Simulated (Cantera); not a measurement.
An adiabatic, constant-pressure homogeneous reactor starts with CH4 : O2 : N2 = 1 : 3.08 : 11.6 (molar parts), equivalence ratio 0.65, at 1650 K and 3.40 bar.

Detailed kinetics in Cantera: GRI-Mech 3.0 (53 species, 325 reactions).

**Question.** Predict: time of steepest temperature rise; temperature at 0.200 s; equilibrium temperature; x(O2) at 0.200 s; x(H2) at 0.200 s; x(OH) at 0.200 s.

**Answer.** 
* **time of steepest temperature rise**: 0.106 ms
* **temperature at 0.200 s**: 2693 K
* **equilibrium temperature**: 2693 K
* **x(O2) at 0.200 s**: 0.0613 (gas-phase equilibrium 0.0613)
* **x(H2) at 0.200 s**: 0.00356 (gas-phase equilibrium 0.00356)
* **x(OH) at 0.200 s**: 0.0147 (gas-phase equilibrium 0.0147)
